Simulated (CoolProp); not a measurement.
A closed Brayton cycle with carbon dioxide: compressor inlet 317.15 K and 8.6 MPa, high pressure 21 MPa, turbine inlet 690 K, compressor efficiency 0.8, turbine efficiency 0.85, recuperator effectiveness 0.8 (on enthalpy, no pinch check). Each further row changes one setting.

Computed with CoolProp (reference Helmholtz-energy equation of state, Span 1996).

```tsv
case	thermal efficiency (%)	net work (kJ/kg)	compressor to turbine work	compressor exit (K)	turbine exit (K)
as stated	22.6	51.6	0.43	381.3	597.8
turbine inlet 640 K	20.7	___	0.47	381.3	551.1
compressor inlet 327.15 K	20.7	42.7	0.53	402.7	597.8
high pressure 17.8 MPa	21.1	44.7	___	___	614.7
recuperator effectiveness 0.5	17.0	51.6	0.43	381.3	597.8
```

Q: Fill in the missing entries.

A: 
- turbine inlet 640 K, net work (kJ/kg): 43.4
- high pressure 17.8 MPa, compressor to turbine work: 0.40
- high pressure 17.8 MPa, compressor exit (K): 369.1
